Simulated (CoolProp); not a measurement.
Carbon dioxide along the isotherm -4.15 °C: fugacity coefficient from the reference equation and from simpler models built on Tc = 31.0 °C, pc = 7.377 MPa, ω = 0.224; each cubic takes its own stable root.

Values from CoolProp's reference Helmholtz-energy equation of state, Span 1996.

| p (MPa) | phase | reference | van der Waals | Redlich-Kwong |
|---|---|---|---|---|
| 1.38 | gas | 0.9047 | 0.9258 | 0.9106 |
| 2.77 | gas | 0.8087 | 0.8508 | 0.8216 |
| 4.15 | liquid | 0.6017 | 0.7740 | 0.6702 |
| 5.53 | liquid | 0.4645 | 0.6295 | 0.5200 |
| 6.92 | liquid | 0.3817 | 0.5260 | 0.4295 |
| 8.3 | liquid | 0.3272 | 0.4580 | 0.3697 |
| 9.68 | liquid | 0.2884 | 0.4097 | 0.3272 |
| 11.1 | liquid | 0.2586 | 0.3730 | 0.2946 |

At some of these states van der Waals gives the other phase, because its saturation line lies elsewhere.
